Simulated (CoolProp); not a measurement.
A simple Rankine cycle with isobutene: condensing at 309.15 K, boiler at 1.75 MPa, turbine inlet 520.7 K, turbine efficiency 0.9, pump efficiency 0.8, no recuperator. Each further row changes one setting.

Model: reference Helmholtz-energy equation of state, Lemmon 2005, in CoolProp. It is a short technical equation, of lower accuracy than the large ones.

```tsv
case	thermal efficiency (%)	net work (kJ/kg)	heat in (kJ/kg)	turbine exit temperature (K)	volume ratio over the turbine
as stated	11.3	87.1	770	475.6	4.01
turbine inlet 540.7 K	11.1	91.3	820	495.6	4.00
condensing temperature 301.15 K	12.8	101	789	468.9	5.00
boiler pressure 1.22 MPa	8.6	67.1	777	487.6	2.80
turbine efficiency 0.8	10.0	77.1	770	480.0	4.05
```
